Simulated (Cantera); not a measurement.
A perfectly stirred reactor is fed with CH4 : O2 : N2 = 1 : 1.54 : 13.2 (molar parts), equivalence ratio 1.3, at 2.76 atm; it is adiabatic with a 500 K inlet, and is followed from long to short residence time, starting on the burning branch (τ in s: 0.16, 0.076, 0.035, 0.017, 0.0078, 0.0036, 0.0017, 0.00079, 0.00037, 0.00017, 8.1e-05).

Detailed kinetics in Cantera: GRI-Mech 3.0 (53 species, 325 reactions).

Question: Predict: blow-out, bracketed by the residence times tried; x(CH4) at τ = 0.160 s; x(O2) at τ = 0.160 s; x(CH2CO) at τ = 0.160 s; x(NO) at τ = 0.160 s; x(CH4) at τ = 3.60 ms; x(O2) at τ = 3.60 ms.

Answer: 
```json
{
  "blow_out_bracketed_by_the_residence_times_tried": "burning at 35.0 ms, out at 17.0 ms",
  "x(CH4) at τ = 0.160 s": "0.00408",
  "x(O2) at τ = 0.160 s": "0.00234",
  "x(CH2CO) at τ = 0.160 s": "4.42e-5",
  "x(NO) at τ = 0.160 s": "4.37e-8",
  "x(CH4) at τ = 3.60 ms": "0.0635",
  "x(O2) at τ = 3.60 ms": "0.0978"
}
```
